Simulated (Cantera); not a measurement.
A perfectly stirred reactor is fed with 7.66 % CH₄, 19.4 % O₂, 73.0 % N₂, equivalence ratio 0.79, at 500000 Pa; it is adiabatic with a 300 K inlet, and is followed from long to short residence time, starting on the burning branch (τ in s: 0.062, 0.034, 0.018, 0.0098, 0.0053, 0.0029, 0.0016, 0.00084, 0.00045, 0.00025, 0.00013, 7.2e-05, 3.9e-05).

Cantera simulation using GRI-Mech 3.0 (53 species, 325 reactions); the numbers are that mechanism's predictions, not measurements.

Predict: blow-out, bracketed by the residence times tried; x(CH₄) at τ = 62.0 ms; x(O₂) at τ = 62.0 ms; x(HCN) at τ = 62.0 ms; x(OH) at τ = 62.0 ms; x(CH₄) at τ = 1.60 ms; x(O₂) at τ = 1.60 ms; x(HCN) at τ = 1.60 ms; x(OH) at τ = 1.60 ms.


```json
{
  "blow_out_bracketed_by_the_residence_times_tried": "burning at 72.0 µs, out at 39.0 µs",
  "x(CH₄) at τ = 62.0 ms": "4.53e-6",
  "x(O₂) at τ = 62.0 ms": "0.0404",
  "x(HCN) at τ = 62.0 ms": "4.00e-8",
  "x(OH) at τ = 62.0 ms": "0.00121",
  "x(CH₄) at τ = 1.60 ms": "7.00e-5",
  "x(O₂) at τ = 1.60 ms": "0.0416",
  "x(HCN) at τ = 1.60 ms": "1.46e-7",
  "x(OH) at τ = 1.60 ms": "0.00244"
}
```
